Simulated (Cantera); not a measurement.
Cantera run:

```python
import numpy as np
import cantera as ct

gas_names = [...]  # 113 gases of nasa_gas.yaml made of C, H, O, Ta
cond_names = """
    C(gr) C6H6(L) C7H8(L) C8H18(L),n-octa H2O(s) H2O(L) Ta(cr) Ta(L) TaC(s) TaC(L) Ta2O5(s) Ta2O5(L)
""".split()


# ... load() reads the species with a 1 bar reference pressure and builds the phases ...
atoms = {
    'Ta2O5': {'Ta': 2, 'O': 5},
    'CH4': {'C': 1, 'H': 4},
    'CO': {'C': 1, 'O': 1},
}
top_T = {'C(gr)': 4500}  # K; cautious upper limits of use, not melting points


# ... equilibrate(T, P, feed) seeds the gas with the atoms and calls Mixture.equilibrate('TP', solver="vcs", rtol=1e-11, max_steps=5000) ...
results = []
feed = {'Ta2O5': 1, 'CH4': 2.1, 'CO': 0.14}  # mol
T = 1475  # K
P = 270  # Pa
mix = equilibrate(T, P, feed)
results.append((T, P, feed, dict(zip(mix.species_names, mix.species_moles))))
x = sorted(zip(gas.X, gas.species_names), reverse=True)
print(f"T = {T:g} K  P = {P:g} Pa  gas = {mix.phase_moles(0):.4g} mol")
print("   x: " + "  ".join(f"{s} {v:.3e}" for v, s in x if v > 0.001))
print("   condensed (mol): " + ("  ".join(f"{mix.phase(i).name} {mix.phase_moles(i):.4g}"
      for i in range(1, mix.n_phases) if mix.phase_moles(i) > 1e-12) or "none"))
```

It prints:

```
T = 1475 K  P = 270 Pa  gas = 5.84 mol
   x: H2 7.186e-01  CO 2.806e-01
   condensed (mol): TaC(s) 0.6009  Ta2O5(s) 0.6995
```

Method: chemical equilibrium by Gibbs-energy minimisation in Cantera with the NASA 1993 tables (ideal gas, pure condensed phases). Mutual solubility and eutectic melting of coexisting phases are not modelled. TaC: taken at fixed stoichiometry. Condensed phases not in the tables: Ta2C.
